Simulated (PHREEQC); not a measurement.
Dissolve 0.1 mol NH4HF2, 0.00014 mol (NH4)2SiF6 and 0.083 mol HCl per kg of water at 20 °C. Closed to the air; pH follows from the charge balance.

Equilibrium calculation in PHREEQC: ion-association model, wateq4f.dat.

Precipitation was switched off in this run.

### Question
Estimate the pH, ionic strength, activity of water.

### Answer
pH 2.23; ionic strength 0.107 mol/kgw; activity of water 0.994.

### Question
In which forms is F present?

### Answer
HF 51 %, H2F2 33 %, F- 8.6 %, HF2- 6.7 % of the F.

wateq4f.dat counts part of the HF as a dimer, H2F2, which phreeqc.dat doesn't know; its constant is uncertain. SiF6-2 is the database's only silicon fluoride.
